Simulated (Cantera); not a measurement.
A freely propagating, adiabatic, planar premixed flame of 17.4 % H₂, 20.9 % O₂, 61.7 % N₂, unburnt at 525 K and 0.310 bar; mixture-averaged transport, grid criteria slope 0.08 and curve 0.16, no radiation.

Detailed kinetics in Cantera: the H2/O2 subset of GRI-Mech 3.0, which has no nitrogen chemistry. Burning velocities carry a grid error of a few per cent, more on coarse grids. Lean hydrogen flames are cellular in practice and burn faster than this planar one.

x: mole fraction of selected species; z is measured from the peak of heat release.

```csv
z (mm),T (K),u (m/s),x H₂,x O₂,x H₂O,x H₂O₂,x H,x O
-4.99,525,2.63,0.174,0.209,<1e-8,<1e-8,<1e-8,<1e-8
-3.33,525,2.63,0.174,0.209,<1e-8,<1e-8,<1e-8,<1e-8
-2.49,525,2.63,0.174,0.209,9.33e-8,<1e-8,<1e-8,<1e-8
-1.66,525,2.63,0.173,0.209,6.20e-6,4.72e-8,6.05e-8,2.79e-8
-0.831,___,2.81,0.157,0.211,0.00320,1.09e-5,0.000199,1.60e-5
-0.416,___,3.76,0.120,0.206,0.0267,9.46e-6,0.00356,0.000407
0,___,5.17,0.0591,0.177,0.0887,3.57e-6,0.0138,0.00468
0.416,___,6.20,0.0193,0.145,0.143,2.90e-6,0.0176,0.0109
0.831,1444,6.76,0.00934,0.134,0.160,1.75e-6,0.0144,0.0123
1.66,1567,7.29,0.00625,0.131,0.169,8.87e-7,0.00856,0.0102
3.33,1670,7.72,0.00410,0.131,0.176,4.55e-7,0.00397,0.00663
6.65,1744,8.03,0.00215,0.132,0.182,2.44e-7,0.00136,0.00344
13.3,1786,8.20,0.000923,0.133,0.185,1.36e-7,0.000364,0.00147
```

Question: What belongs in the gaps?

Answer: 
- -0.831, T (K): 570
- -0.416, T (K): 780
- 0, T (K): 1094
- 0.416, T (K): 1321
